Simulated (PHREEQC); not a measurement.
PHREEQC input (ion-association model, wateq4f.dat):

```
SOLUTION_SPECIES
  PO4-3 + 3H+ = H3PO4  # constants of phreeqc.dat
    -log_k 21.721
    -delta_h -10.1 kJ
SOLUTION 1
  temp 57
  units mol/kgw
  pH 7 charge
  P 0.073
  Na 0.073
  F 0.25
  Si 7.1e-05
SOLUTION 2
  temp 57
  units mol/kgw
  pH 7 charge
  P 0.0132
  Na 0.0012
  K 0.024
END
SELECTED_OUTPUT 1
  -reset false
  -pH true
  -pe true
  -ionic_strength true
  -water true
  -totals F K Na P Si
  -molalities H+ F- K+ Na+ PO4-3 H4SiO4 H3SiO4- H2SiO4-2 HPO4-2 H2PO4-
    NaHPO4- KHPO4- O2 OH- SiF6-2 HF HF2- H2F2 NaF H3PO4
  -equilibrium_phases Quartz
PRINT
  -reset false
MIX 1
  1 1
  2 0
EQUILIBRIUM_PHASES 1
  Quartz 0 0
  O2(g) -0.68 10
END
# ... the last block is repeated for the other 20 points of share of solution B
```

Selected output (columns that matter, 12 of 21 rows; share of solution B added in front):

```
share of solution B	pH	mu	F	K	Na	P	Si	m_H+	m_F-	m_K+	m_Na+	m_H4SiO4	m_HPO4-2	m_H2PO4-
0	2.3951	0.077461	0.25	0	0.073	0.073	7.1e-05	0.0048653	0.01921	0	0.072523	9.0826e-14	1.6424e-06	0.044187
0.1	2.4228	0.072414	0.225	0.0024	0.06582	0.06702	6.39e-05	0.0045485	0.018547	0.0024	0.0654	1.2843e-13	1.6166e-06	0.041483
0.2	2.4551	0.06734	0.2	0.0048	0.05864	0.06104	5.68e-05	0.0042073	0.017856	0.0048	0.058274	1.8992e-13	1.598e-06	0.038746
0.25	2.4733	0.064792	0.1875	0.006	0.05505	0.05805	5.325e-05	0.0040262	0.0175	0.006	0.054711	2.3577e-13	1.5924e-06	0.037364
0.35	2.5153	0.059671	0.1625	0.0084	0.04787	0.05207	4.615e-05	0.0036398	0.016763	0.0084	0.047583	3.8276e-13	1.5916e-06	0.034569
0.45	2.5672	0.05451	0.1375	0.0108	0.04069	0.04609	3.905e-05	0.0032154	0.01599	0.0108	0.040454	6.804e-13	1.6117e-06	0.031725
0.55	2.6338	0.0493	0.1125	0.0132	0.03351	0.04011	3.195e-05	0.0027442	0.015176	0.0132	0.033322	1.3794e-12	1.6685e-06	0.028821
0.65	2.7247	0.044028	0.0875	0.0156	0.02633	0.03413	2.485e-05	0.0022136	0.014314	0.0156	0.026188	3.4419e-12	1.7987e-06	0.025843
0.75	2.8613	0.038677	0.0625	0.018	0.01915	0.02815	1.775e-05	0.001606	0.0134	0.018	0.019051	1.2548e-11	2.1106e-06	0.022765
0.8	2.9633	0.035964	0.05	0.0192	0.01556	0.02516	1.42e-05	0.0012653	0.012923	0.0192	0.015482	3.1512e-11	2.4456e-06	0.021177
0.9	3.3738	0.03044	0.025	0.0216	0.00838	0.01918	7.1e-06	0.00048785	0.011939	0.0216	0.00834	1.079e-09	5.1292e-06	0.017855
1	7.8855	0.036651	0	0.024	0.0012	0.0132	0	1.5152e-08	0	0.023741	0.0011869	0	0.011718	0.0012091
```

wateq4f.dat counts part of the HF as a dimer, H2F2, which phreeqc.dat doesn't know; its constant is uncertain. H3PO4, which wateq4f.dat lacks, is added to it with the constant of phreeqc.dat. At this temperature some constants are extrapolated from 25 °C, and those without enthalpy data are left unchanged. SiF6-2 is the database's only silicon fluoride.
